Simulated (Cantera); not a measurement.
Gas mixture: 63.9 % C3H8, 36.1 % N2, at 3.00 Torr, frozen composition.

Cantera's kinetic-theory transport with the Lennard-Jones parameters of GRI-Mech 3.0, ideal gas; thermal conductivity in the multicomponent form. The composition is frozen, though it would react at the higher temperatures.

D: mixture-averaged diffusion coefficient of that species in the mixture.

```
T (K)  ρ (kg/m³)  cp (J/kg/K)  μ (µPa s)  λ (mW/m/K)     Pr  D (cm²/s) H2  D (cm²/s) CH4  D (cm²/s) C2H2
-----  ---------  -----------  ---------  ----------  -----  ------------  -------------  --------------
400      0.00461         1847       13.4        30.9  0.799           228           64.1            47.1
600      0.00307          ___        ___         ___  0.816           ___            ___             ___
800      0.00230         2881       23.2        81.4  0.821           737            217             163
1000     0.00184         3223       27.3         107  0.823          1070            317             239
1200     0.00154         3458        ___         ___  0.823           ___            ___             ___
1400     0.00132         3654       34.4         153  0.823          1870            560             424
1600     0.00115         3815       37.6         174  0.823          2330            700             531
```

Complete the blanks.


- 600, cp (J/kg/K): 2431
- 600, μ (µPa s): 18.6
- 600, λ (mW/m/K): 55.6
- 600, D (cm²/s) H2: 455
- 600, D (cm²/s) CH4: 132
- 600, D (cm²/s) C2H2: 98.3
- 1200, μ (µPa s): 31.0
- 1200, λ (mW/m/K): 130
- 1200, D (cm²/s) H2: 1450
- 1200, D (cm²/s) CH4: 432
- 1200, D (cm²/s) C2H2: 327
